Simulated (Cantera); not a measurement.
A closed system holds: 1 mol SiH₂Cl₂, a varied amount of O₃, 34 mol N₂, equilibrated at 1098.15 K and 0.300 bar.

Points: n(O3) (mol) = 0.13, 0.18, 0.24, 0.32, 0.43, 0.58, 0.77, 1, 1.4, 1.9, 2.5, 3.4, 4.5.

Cantera's Mixture.equilibrate('TP', solver="vcs", rtol=1e-11, max_steps=5000) on the NASA tables stopped like this:

```
ERROR: FAILURE its = 5001!

*******************************************************************************
CanteraError thrown by MultiPhase::equilibrate:
VCS solver failed. Return code: -1
*******************************************************************************
```

Problem. What got this run through?

Solution. One answer among several that fit: The failure is numerical, not chemical. The same input converged with solver="gibbs", rtol=1e-10, max_steps=50000, and the result passed a check of the equilibrium conditions:
```
log10 of partial pressures in bar; condensed amounts in mol
     n(O3)        N2        O2       HCL        H2       H2O       CL2 SiO2(hqz) Si2N2O(s)  Si3N4(a)
      0.13    -0.546   -36.718    -1.933    -2.580   -12.039   -10.932         0      0.39   0.02143
      0.18    -0.548   -25.426    -1.796    -3.339    -7.152    -9.900    0.0357    0.4686         0
      0.24    -0.548   -25.426    -1.797    -3.340    -7.153    -9.901    0.1557    0.4086         0
      0.32    -0.548   -25.426    -1.798    -3.342    -7.154    -9.901    0.3157    0.3286         0
      0.43    -0.548   -25.426    -1.799    -3.343    -7.156    -9.902    0.5357    0.2186         0
      0.58    -0.547   -25.425    -1.801    -3.346    -7.158    -9.903    0.8357   0.06866         0
      0.77    -0.549    -3.115    -1.837   -10.327    -2.984    -2.994         1         0         0
         1    -0.553    -2.467    -1.865   -10.517    -2.851    -2.859         1         0         0
       1.4    -0.560    -2.092    -1.889   -10.635    -2.782    -2.790         1         0         0
       1.9    -0.568    -1.860    -1.910   -10.715    -2.745    -2.752         1         0         0
       2.5    -0.578    -1.690    -1.930   -10.777    -2.722    -2.730         1         0         0
       3.4    -0.593    -1.526    -1.955   -10.844    -2.707    -2.714         1         0         0
       4.5    -0.611    -1.393    -1.982   -10.903    -2.700    -2.707         1         0         0
```

The gas is ideal and each condensed phase is pure. N2 is the only nitrogen source here; it is nearly inert below about 1500 K, so the nitride shown seldom forms there in practice. Mutual solubility and eutectic melting of coexisting phases are not modelled. The tables' values for SiCl3 are old estimates; treat these amounts as uncertain.
